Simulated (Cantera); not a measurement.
Input (Python, Cantera):

```python
import numpy as np
import cantera as ct

gas = ct.Solution("gri30.yaml")
gas.TPX = 475, 101325, {'CH4': 1, 'H2': 0.21, 'O2': 1.75, 'N2': 6.6}
flame = ct.FreeFlame(gas, width=0.04)
flame.set_refine_criteria(ratio=3, slope=0.08, curve=0.16)
flame.transport_model = "mixture-averaged"
flame.solve(loglevel=0, auto=True)
z, T = flame.grid, flame.T
thick = (T[-1] - T[0]) / np.gradient(T, z).max()
show = ['CH4', 'H2', 'O2', 'H', 'NO', 'H2O']
print(f"laminar burning velocity  {flame.velocity[0] * 100:.3f} cm/s")
print(f"burnt temperature         {T[-1]:.1f} K")
print(f"thermal thickness         {thick * 1e3:.4f} mm")
print(f"grid points               {len(z)}")
z0 = z[flame.heat_release_rate.argmax()]
print(f"{'z/mm':>9s}{'T/K':>9s}{'u/(m/s)':>9s}" + "".join(f"{s:>11s}" for s in show))
rows = []
for k in (-3, -2, -1.5, -1, -0.5, -0.25, 0, 0.25, 0.5, 1, 2, 4, 8):
    zz = z0 + k * thick
    rows.append([k * thick, np.interp(zz, z, T), np.interp(zz, z, flame.velocity),
                 *(np.interp(zz, z, flame.X[gas.species_index(s)]) for s in show)])
    print(f"{rows[-1][0] * 1e3:9.3f}{rows[-1][1]:9.1f}{rows[-1][2]:9.3f}" + "".join(f"{x:11.3e}" for x in rows[-1][3:]))
```

It prints:

```
laminar burning velocity  86.974 cm/s
burnt temperature         2259.6 K
thermal thickness         0.3495 mm
grid points               149
     z/mm      T/K  u/(m/s)        CH4         H2         O2          H         NO        H2O
   -1.049    475.2    0.871  1.045e-01  2.265e-02  1.829e-01  2.697e-13  2.757e-10  2.598e-05
   -0.699    477.0    0.875  1.042e-01  2.408e-02  1.826e-01  2.471e-11  3.698e-09  2.709e-04
   -0.524    487.1    0.896  1.034e-01  2.616e-02  1.817e-01  1.427e-09  2.803e-08  1.546e-03
   -0.350    564.6    1.044  9.838e-02  3.047e-02  1.765e-01  5.276e-07  3.288e-07  1.067e-02
   -0.175   1022.0    1.921  6.902e-02  3.769e-02  1.400e-01  1.485e-04  4.173e-06  6.056e-02
   -0.087   1449.1    2.756  3.788e-02  4.119e-02  9.655e-02  9.722e-04  9.644e-06  1.072e-01
    0.000   1824.8    3.504  9.877e-03  4.082e-02  4.843e-02  4.094e-03  1.911e-05  1.517e-01
    0.087   1991.0    3.828  1.008e-03  3.540e-02  2.005e-02  8.249e-03  3.238e-05  1.743e-01
    0.175   2035.3    3.903  5.837e-05  3.176e-02  9.675e-03  1.045e-02  4.295e-05  1.807e-01
    0.350   2068.2    3.948  1.927e-07  3.096e-02  5.121e-03  1.085e-02  5.200e-05  1.817e-01
    0.699   2106.4    4.007  4.277e-11  3.106e-02  3.691e-03  9.401e-03  5.762e-05  1.830e-01
    1.398   2152.3    4.083  1.202e-14  3.033e-02  2.539e-03  7.177e-03  6.345e-05  1.864e-01
    2.796   2197.4    4.157  1.196e-14  2.939e-02  1.460e-03  4.944e-03  7.093e-05  1.902e-01
```

Cantera simulation using GRI-Mech 3.0 (53 species, 325 reactions); the numbers are that mechanism's predictions, not measurements. Burning velocities carry a grid error of a few per cent, more on coarse grids.
